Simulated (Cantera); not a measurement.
Cantera run:

```python
import numpy as np
import cantera as ct

gas_names = [...]  # 113 gases of nasa_gas.yaml made of C, H, O, Pb
cond_names = """
    C(gr) C6H6(L) C7H8(L) C8H18(L),n-octa H2O(s) H2O(L) Pb(cr) Pb(L) PbO(rd) PbO(yw) PbO(L) PbO2(s)
    Pb3O4(s)
""".split()


# ... load() reads the species with a 1 bar reference pressure and builds the phases ...
atoms = {
    'Pb': {'Pb': 1},
    'CO2': {'C': 1, 'O': 2},
    'H2': {'H': 2},
}
top_T = {'C(gr)': 4500, 'Pb3O4(s)': 820}  # K; cautious upper limits of use, not melting points


# ... equilibrate(T, P, feed) seeds the gas with the atoms and calls Mixture.equilibrate('TP', solver="vcs", rtol=1e-11, max_steps=5000) ...
results = []
feed = {'Pb': 1, 'CO2': 2.1, 'H2': 300}  # mol
P = 10000  # Pa
for T in [998, 1048, 1098, 1148, 1198, 1248, 1298, 1348, 1398, 1448, 1498, 1548, 1598, 1648]:
    mix = equilibrate(T, P, feed)
    results.append((T, P, feed, dict(zip(mix.species_names, mix.species_moles))))

top = {s: max(r[3][s] / sum(r[3][g] for g in gas_names) for r in results) for s in gas_names}
cols = sorted((s for s in top if top[s] > 1e-05), key=lambda s: -top[s])[:9]
seen = [c for c in cond_names if any(r[3].get(c, 0) > 1e-12 for r in results)]
print("log10 of partial pressures in bar; condensed amounts in mol")
print(f"{'T/K':>10s}" + "".join(f"{s[:9]:>10s}" for s in cols + seen))
for T, P, feed, n in results:
    ng = sum(n[g] for g in gas_names)
    print(f"{T:10.4g}" + "".join(f"{np.log10(max(n[s] / ng * P / 1e5, 1e-99)):10.3f}" for s in cols)
          + "".join(f"{n.get(c, 0):10.4g}" for c in seen))
```

Result:

```
log10 of partial pressures in bar; condensed amounts in mol
       T/K        H2       H2O        CO        Pb       CH4         H       CO2     Pb(L)
       998    -1.006    -3.141    -3.184    -4.810    -4.462    -9.170    -5.158    0.9532
      1048    -1.006    -3.155    -3.168    -4.350    -4.994    -8.615    -5.243     0.865
      1098    -1.007    -3.159    -3.163    -3.933    -5.498    -8.110    -5.319    0.6467
      1148    -1.007    -3.161    -3.162    -3.553    -5.965    -7.648    -5.389    0.1511
      1198    -1.008    -3.161    -3.162    -3.482    -6.394    -7.225    -5.451         0
      1248    -1.008    -3.161    -3.161    -3.482    -6.789    -6.834    -5.507         0
      1298    -1.008    -3.161    -3.161    -3.482    -7.153    -6.474    -5.559         0
      1348    -1.008    -3.161    -3.161    -3.482    -7.491    -6.139    -5.606         0
      1398    -1.008    -3.161    -3.161    -3.482    -7.804    -5.829    -5.649         0
      1448    -1.008    -3.161    -3.161    -3.482    -8.095    -5.539    -5.689         0
      1498    -1.008    -3.161    -3.161    -3.482    -8.367    -5.269    -5.725         0
      1548    -1.008    -3.160    -3.160    -3.482    -8.621    -5.015    -5.759         0
      1598    -1.008    -3.160    -3.160    -3.482    -8.859    -4.778    -5.790         0
      1648    -1.008    -3.160    -3.160    -3.482    -9.082    -4.554    -5.819         0
```

These are equilibrium values from Cantera (NASA tables, ideal gas, pure condensed phases), not measurements of a reactor.
